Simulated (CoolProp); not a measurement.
CH2F2 (R32) along the isobar 6320 kPa: fugacity coefficient from the reference equation and from simpler models built on Tc = 351.3 K, pc = 5783 kPa, ω = 0.277; each cubic takes its own stable root.

Model: reference Helmholtz-energy equation of state, Tillner-Roth 1997, in CoolProp.

| T (K) | phase | reference |
|---|---|---|
| 186.7 | liquid | 0.002148 |
| 202.2 | liquid | 0.006142 |
| 217.6 | liquid | 0.01461 |
| 233.1 | liquid | 0.03038 |
| 248.6 | liquid | 0.05639 |
| 264 | liquid | 0.09516 |
| 279.5 | liquid | 0.1493 |
| 295 | liquid | 0.2198 |
| 310.4 | liquid | 0.3057 |
| 325.9 | liquid | 0.4062 |
| 341.4 | liquid | 0.5167 |
| 356.8 | supercritical | 0.6237 |

How far does each simpler model (van der Waals, Redlich-Kwong, Peng-Robinson) lie from the reference over these 12 states: mean and median of the absolute difference, and the worst?


- van der Waals: mean 429.7 %, median 148.4 %, worst +2175.6 % at 186.7 K and 6320 kPa
- Redlich-Kwong: mean 61.8 %, median 48.1 %, worst +164.9 % at 186.7 K and 6320 kPa
- Peng-Robinson: mean 3.2 %, median 3.6 %, worst +5.1 % at 295 K and 6320 kPa
